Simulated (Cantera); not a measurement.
A Cantera script and its output.

```python
import numpy as np
import cantera as ct

gas = ct.Solution("gri30.yaml")
gas.TPX = 1650, 2700000, {'CH4': 1, 'C2H6': 0.26, 'O2': 2.91, 'N2': 10.9, 'H2O': 2.7}
reactor = ct.IdealGasReactor(gas, energy="on", clone=False)
net = ct.ReactorNet([reactor])
net.rtol, net.atol = 1e-08, 1e-16
show = ['CH4', 'C2H6', 'O2', 'CH3', 'HCO', 'H2O2']
times = np.geomspace(6e-06, 0.2, 12)

steps = ct.SolutionArray(gas, extra=["t"])
rows = []
print(f"{'t/s':>10s}{'T/K':>9s}{'P/Pa':>11s}" + "".join(f"{s:>11s}" for s in show))
for t in times:
    while net.time < t:
        t_next = net.step()
        steps.append(gas.state, t=t_next)
    rows.append([np.interp(t, steps.t, y) for y in (steps.T, steps.P, *steps(*show).X.T)])
    print(f"{t:10.3e}{rows[-1][0]:9.1f}{rows[-1][1]:11.4g}" + "".join(f"{x:11.3e}" for x in rows[-1][2:]))
rate = np.gradient(steps.T, steps.t)
print("integrator steps:", len(steps.t))
if steps.T.max() > steps.T[0] + 200:
    print(f"time of steepest temperature rise: {steps.t[rate.argmax()]:.4e} s")
gas.TPX = 1650, 2700000, {'CH4': 1, 'C2H6': 0.26, 'O2': 2.91, 'N2': 10.9, 'H2O': 2.7}
gas.equilibrate("UV")
print(f"equilibrium (UV): T = {gas.T:.1f} K  " + "  ".join(f"{s} {gas[s].X[0]:.3e}" for s in show))
```

Output:

```
       t/s      T/K       P/Pa        CH4       C2H6         O2        CH3        HCO       H2O2
 6.000e-06   3034.4  5.166e+06  3.174e-12  4.876e-23  1.746e-02  9.944e-12  3.908e-07  4.760e-06
 1.546e-05   3056.4  5.193e+06  5.940e-13  1.280e-24  1.477e-02  1.865e-12  3.323e-07  4.439e-06
 3.986e-05   3045.3  5.174e+06  6.581e-13  1.525e-24  1.315e-02  1.985e-12  3.329e-07  4.116e-06
 1.027e-04   3039.3  5.164e+06  6.963e-13  1.680e-24  1.233e-02  2.055e-12  3.333e-07  3.946e-06
 2.647e-04   3038.9  5.163e+06  6.987e-13  1.690e-24  1.228e-02  2.059e-12  3.334e-07  3.936e-06
 6.823e-04   3038.9  5.163e+06  6.987e-13  1.690e-24  1.228e-02  2.059e-12  3.334e-07  3.936e-06
 1.759e-03   3038.9  5.163e+06  6.987e-13  1.690e-24  1.228e-02  2.059e-12  3.334e-07  3.936e-06
 4.533e-03   3038.9  5.163e+06  6.987e-13  1.690e-24  1.228e-02  2.059e-12  3.334e-07  3.936e-06
 1.168e-02   3038.9  5.163e+06  6.987e-13  1.690e-24  1.228e-02  2.059e-12  3.334e-07  3.936e-06
 3.011e-02   3038.9  5.163e+06  6.987e-13  1.690e-24  1.228e-02  2.059e-12  3.334e-07  3.936e-06
 7.760e-02   3038.9  5.163e+06  6.987e-13  1.690e-24  1.228e-02  2.059e-12  3.334e-07  3.936e-06
 2.000e-01   3038.9  5.163e+06  6.987e-13  1.690e-24  1.228e-02  2.059e-12  3.334e-07  3.936e-06
integrator steps: 1706
time of steepest temperature rise: 5.3165e-06 s
equilibrium (UV): T = 3038.9 K  CH4 8.437e-13  C2H6 2.309e-24  O2 1.228e-02  CH3 2.486e-12  HCO 3.334e-07  H2O2 3.936e-06
```

Computed with Cantera and GRI-Mech 3.0 (53 species, 325 reactions). The pressure lies above the range GRI-Mech 3.0 was tuned for (to about 10 atm). Above 3000 K some thermodynamic fits are extrapolated.
